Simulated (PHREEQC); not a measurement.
Dissolve 0.0032 mol CdCl2 and 0.00025 mol CaCl2 per kg of water at 20 °C. Closed to the air; pH follows from the charge balance.

All values are PHREEQC results (ion-association model, wateq4f.dat), not measurements.

### Question
The ionic strength comes out as 0.00853 mol/kgw. What activity coefficients do CdCl+, Ca+2, Cd+2, Cl- get?

### Answer
CdCl+ 0.91, Ca+2 0.69, Cd+2 0.68, Cl- 0.91.

Precipitation was switched off in this run. Species that the database lacks are ignored.
